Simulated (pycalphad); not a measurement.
An equivalent pycalphad script:

```python
from pycalphad import Database, equilibrium, calculate, variables as v
import numpy as np
db = Database('COST507.tdb')
comps = ['TI', 'HF', 'B', 'VA']
phases = ['B2M', 'B2TI', 'B4M3', 'B4TI3', 'BCC_A2', 'BETA_RHOMBO_B', 'BM', 'BTI', 'HCP_A3', 'LIQUID']
eq = equilibrium(db, comps, phases, {v.X('HF'): 0.1704, v.X('B'): 0.0024, v.T: np.arange(2850, 499, -100), v.P: 101325, v.N: 1}, output=['HM', 'SM'])
```

CALPHAD calculation (pycalphad, COST 507 light-alloy database (1999)), 1 atm. The data set is of 1999 and partly superseded. Phase fractions are per mole of atoms. Diffusion is slow at the low end, where real alloys seldom reach equilibrium.

Results at three of the temperatures:

```
T = 2750.00 K, P = 101325 Pa, N = 1 mol of atoms
G = -225180 J/mol, H = 107968 J/mol, S = 121.14 J/(mol K)  (SER reference)
chemical potentials (J/mol): Ti -211574, Hf -289549, B -344416
phase             fraction      x(Ti)      x(Hf)       x(B)
LIQUID              1.0000     0.8272     0.1704     0.0024
```

```
T = 1950.00 K, P = 101325 Pa, N = 1 mol of atoms
G = -134205 J/mol, H = 71349 J/mol, S = 105.41 J/(mol K)  (SER reference)
chemical potentials (J/mol): Ti -124808, Hf -178096, B -256940
phase             fraction      x(Ti)      x(Hf)       x(B)
LIQUID              1.0000     0.8272     0.1704     0.0024
```

```
T = 1250.00 K, P = 101325 Pa, N = 1 mol of atoms
G = -70363 J/mol, H = 33765 J/mol, S = 83.30 J/(mol K)  (SER reference)
chemical potentials (J/mol): Ti -64585, Hf -96830, B -182608
phase             fraction      x(Ti)      x(Hf)       x(B)
BCC_A2              0.9970     0.8282     0.1709    0.00091
BM                  0.0030     0.4847     0.0153     0.5000
```

Changes of the phase set, refined by bisection:

```
T (K)     phases above    phases below
------  --------------  --------------
1924.4          liquid    bcc + liquid
1821.9    bcc + liquid        bcc + BM
1070.2        bcc + BM  bcc + BM + hcp
1068.3  bcc + BM + hcp        BM + hcp
```

Database names, with the compositions (at.%) that they take in these runs: BM: Ti 48-50 B 50 Hf 0-2. BCC_A2 is bcc.
